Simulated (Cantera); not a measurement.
A closed system holds: 1 mol CuO, 180 mol H2, at 748.15 K and 4.80 mbar.

These are equilibrium values from Cantera (NASA tables, ideal gas, pure condensed phases), not measurements of a reactor. Candidate condensed phases: Cu, CuO, Cu(OH)2, Cu2O, H2O; 12 gas species. Equilibrium is a limit: real reactors are often held back by kinetics, nucleation or transport.

Base state: H2 0.994, H2O 0.00556 (mole fractions); condensed: Cu(s).

Problem. What changes in the equilibrium state with this change: CuO replaced by NiS?

Solution. 
| species | before | after |
|---|---|---|
| H2 | 0.994 | 0.998 |
| H2S | 0 | 0.00185 |
| H2O | 0.00556 | 0 |
| Cu(s), mol | 1.00 | 0 |
| Ni3S2(s), mol | 0 | 0.333 |
Further candidate phases: Ni, NiS, NiS2, Ni3S2, Ni3S4, S.
